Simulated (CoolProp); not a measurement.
Saturation properties of chlorine (Tc = 143.7 °C, pc = 7.642 MPa, ω = 0.070).

The numbers come from the reference Helmholtz-energy equation of state, Thol 2021 in CoolProp.

```
T (°C)  p (MPa)  vapour density (kg/m³)
------  -------  ----------------------
-12.15   0.2421                   8.317
-4.65    0.3151                   10.63
2.95     0.4050                   13.44
10.45    0.5115                   16.74
18.05    0.6394                   20.67
25.55    0.7874                   25.21
33.15    0.9616                   30.55
40.65     1.160                   36.65
48.25     1.389                   43.76
55.75     1.645                   51.82
```

It boils at -34.0 °C under 1 atm.
